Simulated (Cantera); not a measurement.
Cantera with NASA thermochemical tables; ideal gases at 1 bar, condensed phases pure. Values are per mole of reaction as written; species without (g) are pure solids or liquids, kept so even where they would boil at 1 bar.

**Question.** Between 1973 and 2573 K, where is each reaction favourable under standard conditions?
- 2 CuF2 + O(g) → Cu2O + 2 F2(g)

**Answer.** 
- 2 CuF2 + O(g) → Cu2O + 2 F2(g): ΔG° is 448 kJ at 1973 K and 425 kJ at 2573 K; it stays positive (K < 1). ΔH° is 509 kJ and ΔS° 33 J/K at 2573 K.
